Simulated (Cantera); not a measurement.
B2O3 + NH3 + H2 (boron, boron nitride and boron oxide)

Input: 1 mol B2O3, 1.9 mol NH3, 0.13 mol H2, at 23.0 mbar.

These are equilibrium values from Cantera (NASA tables, ideal gas, pure condensed phases), not measurements of a reactor. Candidate condensed phases: B, BN, B2O3, B3O3H3, H2O; 39 gas species. Mutual solubility and eutectic melting of coexisting phases are not modelled. The numbers say what is thermodynamically allowed, not how fast it happens.

From 1250 K to 1550 K the condensed part is BN(s) + B2O3(l). At 1700 K the condensed part is B2O3(l). From 1850 K to 2300 K nothing is condensed. The main B-bearing gas is HBO2 at 1250 K and B2O3 at 2300 K.

| T (K) | log p H2 | log p N2 | log p B2O3 | log p HBO2 | log p HBO | log p BO | log p H | log p B2O2 | log p H2O | n BN(s) | n B2O3(l) |
|---|---|---|---|---|---|---|---|---|---|---|---|
| 1250 | -1.76 | -2.26 | -7.36 | -5.07 | -6.33 | -10.17 | -7.20 | -9.68 | -4.57 | 0.00352 | 0.997 |
| 1400 | -1.76 | -2.26 | -5.62 | -4.33 | -5.04 | -7.99 | -6.19 | -7.32 | -4.60 | 0.00499 | 0.992 |
| 1550 | -1.77 | -2.26 | -4.23 | -3.75 | -4.01 | -6.24 | -5.38 | -5.44 | -4.64 | 0.00682 | 0.962 |
| 1700 | -1.80 | -2.28 | -3.11 | -3.20 | -3.28 | -4.91 | -4.73 | -4.09 | -4.51 | 0 | 0.735 |
| 1850 | -1.90 | -2.35 | -2.51 | -2.82 | -3.00 | -4.09 | -4.22 | -3.56 | -4.22 | 0 | 0 |
| 2000 | -1.91 | -2.36 | -2.55 | -2.78 | -2.96 | -3.63 | -3.75 | -3.57 | -3.99 | 0 | 0 |
| 2150 | -1.93 | -2.36 | -2.59 | -2.74 | -2.95 | -3.25 | -3.34 | -3.62 | -3.77 | 0 | 0 |
| 2300 | -1.96 | -2.37 | -2.66 | -2.71 | -2.97 | -2.96 | -2.99 | -3.72 | -3.56 | 0 | 0 |
log p: log10 of the partial pressure in bar; n: condensed amount in mol.
